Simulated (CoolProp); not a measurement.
Acetone at several states: Z from the reference equation and from simpler models built on Tc = 508.1 K, pc = 4.692 MPa, ω = 0.307; each cubic takes its own stable root.

Model: reference Helmholtz-energy equation of state, Lemmon 2006, in CoolProp. It is a short technical equation, of lower accuracy than the large ones.

```csv
T (K),p (MPa),phase,reference
197.5,0.26,liquid,0.01030
303.8,0.33,liquid,0.009745
274.1,0.672,liquid,0.02110
225.2,4.81,liquid,0.1723
472.5,0.363,gas,0.9594
548.9,0.314,gas,0.9797
```

Question: How far does each simpler model (Redlich-Kwong, Soave-Redlich-Kwong, Peng-Robinson) lie from the reference over these 6 states: mean and median of the absolute difference, and the worst?

Answer: 
- Redlich-Kwong: mean 22.1 %, median 32.6 %, worst +33.8 % at 197.5 K and 0.26 MPa
- Soave-Redlich-Kwong: mean 19.9 %, median 28.2 %, worst +31.7 % at 197.5 K and 0.26 MPa
- Peng-Robinson: mean 10.2 %, median 13.8 %, worst +17.5 % at 197.5 K and 0.26 MPa
